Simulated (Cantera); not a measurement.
Input: 1 mol Si, a varied amount of CO₂, 190 mol N₂, at 1748 K and 3.80 Pa.

Method: chemical equilibrium by Gibbs-energy minimisation in Cantera with the NASA 1993 tables (ideal gas, pure condensed phases). Candidate condensed phases: C, Si, SiC, SiO₂, Si₂N₂O, Si₃N₄; 34 gas species. The tables' values for SiO₂, SiN are old estimates; treat these amounts as uncertain. The tables hold silica as quartz up to 1696 K and as liquid above; real silica turns to tridymite and cristobalite and melts near 1996 K. Rates play no part.

log p: log10 of the partial pressure in bar; n: condensed amount in mol.

| n(CO₂) (mol) | log p N₂ | log p CO₂ | log p CO | log p SiO | log p Si | n SiO₂(condensed) |
|---|---|---|---|---|---|---|
| 0.21 | -4.42 | <-16 | -7.38 | -7.38 | -6.81 | 0 |
| 0.27 | -4.42 | <-16 | -7.27 | -7.27 | -6.84 | 0 |
| 0.34 | -4.42 | <-16 | -7.17 | -7.17 | -6.89 | 0 |
| 0.43 | -4.42 | ___ | -7.07 | -7.07 | -6.95 | 0 |
| 0.55 | -4.42 | ___ | -6.96 | -6.96 | -7.05 | 0 |
| 0.71 | -4.42 | ___ | -6.85 | -6.85 | -7.24 | 0 |
| 0.91 | -4.42 | ___ | -6.74 | -6.74 | -7.75 | 0 |
| 1.2 | -4.43 | ___ | -6.70 | -6.70 | -15.18 | 0 |
| 1.5 | -4.43 | ___ | -6.68 | -6.71 | -15.55 | 0 |
| 1.9 | -4.43 | ___ | -6.65 | -6.71 | -15.77 | 0 |
| 2.4 | -4.43 | ___ | -6.62 | -6.71 | -15.93 | 0 |
| 3.1 | -4.43 | ___ | -6.56 | -6.75 | -16.06 | 0.0917 |

Q: Complete the blanks.

A: 
- 0.43, log p CO₂: -16.41
- 0.55, log p CO₂: -16.10
- 0.71, log p CO₂: -15.69
- 0.91, log p CO₂: -14.96
- 1.2, log p CO₂: -7.45
- 1.5, log p CO₂: -7.06
- 1.9, log p CO₂: -6.82
- 2.4, log p CO₂: -6.63
- 3.1, log p CO₂: -6.48
